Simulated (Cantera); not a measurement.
Input: 1 mol Cu2O, 1.6 mol C, 0.1 mol CO, held at 1948 K and 3.20 bar.

Cantera equilibrium calculation (NASA polynomials, part measured and part estimated; ideal gas, pure solids and liquids). Candidate condensed phases: C, Cu, CuO, Cu2O; 15 gas species. Equilibrium is a limit: real reactors are often held back by kinetics, nucleation or transport.

Question: What is the equilibrium state?

Answer: 
```
Item                Value
--------------  ---------
x(CO)               0.999
x(Cu)            0.000819
x(CO2)           0.000105
x(Cu2)            2.82e-6
n(C(graphite))  0.600 mol
n(Cu(l))         2.00 mol
gas amount      1.101 mol
```
